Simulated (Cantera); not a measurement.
Charge: 1 mol SiH4, 0.0042 mol Cl2, 160 mol H2, equilibrated at 1325 K and 0.310 bar.

Method: chemical equilibrium by Gibbs-energy minimisation in Cantera with the NASA 1993 tables (ideal gas, pure condensed phases). Candidate condensed phases: Si; 19 gas species. Rates play no part.

What is the equilibrium state?


```json
{
 "x(H2)": "1.000",
 "x(HCl)": "5.18e-5",
 "x(H)": "2.94e-6",
 "n(Si(s))": "1.000 mol",
 "gas_amount": "162.0 mol"
}
```
